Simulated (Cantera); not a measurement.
Diamond growth

A diamond (100) surface in a fixed gas of H2 with x(CH4) = 0.0033, x(H) = 0.0015, x(CH3) = 1.7e-05, at 1175 K; coverages are run to steady state.

Cantera simulation using the Harris–Goodwin 1993 mechanism for the reconstructed diamond (100) surface; the numbers are that mechanism's predictions, not measurements.

| P (Pa) | growth (µm/h) | θ c6HH | θ c6H* | θ c6*H | θ c6** | θ c6HM |
|---|---|---|---|---|---|---|
| 1400 | 0.0226 | 0.469 | 0.0351 | 0.472 | 0.0229 | 0.000142 |
| 2000 | 0.0381 | 0.469 | 0.0351 | 0.472 | 0.0229 | 0.000199 |
| 3000 | 0.0709 | 0.469 | 0.0351 | 0.472 | 0.0229 | 0.000290 |
| 4300 | 0.125 | 0.469 | 0.0351 | 0.472 | 0.0229 | 0.000398 |
| 6300 | 0.232 | 0.469 | 0.0351 | 0.472 | 0.0229 | 0.000549 |
| 9200 | 0.426 | 0.469 | 0.0351 | 0.472 | 0.0229 | 0.000739 |
| 13000 | 0.738 | 0.469 | 0.0351 | 0.472 | 0.0229 | 0.000946 |
| 20000 | 1.43 | 0.469 | 0.0351 | 0.471 | 0.0229 | 0.00124 |
θ: site fractions in the mechanism's names (c6HH fully hydrogenated, c6H* and c6*H radical sites, c6** diradical, c6HM methylated).
